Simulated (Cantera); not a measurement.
Source: NASA polynomial tables (part measured, part estimated), evaluated in Cantera. Values are per mole of reaction as written; species without (g) are pure solids or liquids, kept so even where they would boil at 1 bar.

MgI2 + O(g) ⇌ MgO + I2

```
T (K)  ΔH° (kJ)  ΔS° (J/K)  ΔG° (kJ)  log10 K        condensed phases
-----  --------  ---------  --------  -------  ----------------------
375      -483.6     -148.1    -428.1    59.62  MgI2(s), MgO(s), I2(s)
400      -467.6     -106.8    -424.9    55.49  MgI2(s), MgO(s), I2(l)
425      -467.0     -105.4    -422.3    51.90  MgI2(s), MgO(s), I2(l)
450      -466.5     -104.1    -419.6    48.71  MgI2(s), MgO(s), I2(l)
475      -465.9     -102.9    -417.0    45.86  MgI2(s), MgO(s), I2(l)
500         [?]        [?]       [?]      [?]  MgI2(s), MgO(s), I2(l)
525      -464.8     -100.6    -412.0    40.99  MgI2(s), MgO(s), I2(l)
550         [?]        [?]       [?]      [?]  MgI2(s), MgO(s), I2(l)
575         [?]        [?]       [?]      [?]  MgI2(s), MgO(s), I2(l)
600         [?]        [?]       [?]      [?]  MgI2(s), MgO(s), I2(l)
```

**Question.** Complete the blanks.

**Answer.** 
- 500, ΔH° (kJ): -465.3
- 500, ΔS° (J/K): -101.7
- 500, ΔG° (kJ): -414.5
- 500, log10 K: 43.30
- 550, ΔH° (kJ): -464.2
- 550, ΔS° (J/K): -99.5
- 550, ΔG° (kJ): -409.5
- 550, log10 K: 38.89
- 575, ΔH° (kJ): -463.6
- 575, ΔS° (J/K): -98.5
- 575, ΔG° (kJ): -407.0
- 575, log10 K: 36.97
- 600, ΔH° (kJ): -463.0
- 600, ΔS° (J/K): -97.5
- 600, ΔG° (kJ): -404.5
- 600, log10 K: 35.22
